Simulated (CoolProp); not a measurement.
R507A at 213.66 K and 0.0409 MPa flows at 3.5 m/s in a round tube of 4.6 mm bore and 1.5 µm roughness, fully developed (64/Re and Nu = 3.66 if laminar; Colebrook and Gnielinski if turbulent). Each further row changes one setting.

Values from CoolProp's reference Helmholtz-energy equation of state, Lemmon 2003. It is a pseudo-pure fit of the blend.

```json
[
 {"case": "as stated", "Reynolds number": "…", "Darcy friction factor": "0.0390", "pressure drop (Pa/m)": "121", "heat-transfer coefficient (W/(m² K))": "…", "mass flow (kg/h)": "…"},
 {"case": "velocity 7 m/s", "Reynolds number": "8910", "Darcy friction factor": "0.0323", "pressure drop (Pa/m)": "402", "heat-transfer coefficient (W/(m² K))": "46.4", "mass flow (kg/h)": "…"},
 {"case": "diameter 9.2 mm", "Reynolds number": "8910", "Darcy friction factor": "0.0321", "pressure drop (Pa/m)": "49.8", "heat-transfer coefficient (W/(m² K))": "23.0", "mass flow (kg/h)": "1.95"}
]
```

Problem. Fill in the missing entries.

Solution. 
- as stated, Reynolds number: 4450
- as stated, heat-transfer coefficient (W/(m² K)): 24.7
- as stated, mass flow (kg/h): 0.488
- velocity 7 m/s, mass flow (kg/h): 0.977

Viscosity comes from a separate model (Geller 2000). Thermal conductivity comes from a separate model (Geller 2001).
